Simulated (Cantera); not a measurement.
# Thermodynamics of carbothermic reduction, feed SiO2 + CH4 + H2

Input: 1 mol SiO2, 0.36 mol CH4, 11 mol H2, at 13300 Pa.

Method: chemical equilibrium by Gibbs-energy minimisation in Cantera with the NASA 1993 tables (ideal gas, pure condensed phases). Candidate condensed phases: C, C6H6, C7H8, C8H18, H2O, Si, SiC, SiO2; 123 gas species. Mutual solubility and eutectic melting of coexisting phases are not modelled. The tables hold silica as quartz up to 1696 K and as liquid above; real silica turns to tridymite and cristobalite and melts near 1996 K. The numbers say what is thermodynamically allowed, not how fast it happens.

```tsv
T (K)	log p H2	log p CH4	log p CO	log p H2O	n C(graphite)	n SiO2(β-quartz)	n SiC(s)
973	-0.88	-2.66	-7.34	-8.43	0.169	1.000	0
1023	-0.88	-2.88	-6.55	-7.99	0.246	1.000	0
1073	-0.88	-3.09	-5.82	-7.59	0.289	1.000	6.66e-5
1123	-0.88	-3.29	-5.17	-7.22	0.314	1.000	0.000301
1173	-0.88	-3.46	-4.57	-6.89	0.326	0.999	0.00119
1223	-0.88	-3.63	-4.02	-6.59	0.327	0.996	0.00423
1273	-0.88	-3.78	-3.51	-6.31	0.305	0.986	0.0136
```
log p: log10 of the partial pressure in bar; n: condensed amount in mol.

From 973 K to 1023 K the condensed part is C(graphite) + SiO2(β-quartz). From 1073 K to 1273 K the condensed part is C(graphite) + SiC(s) + SiO2(β-quartz).
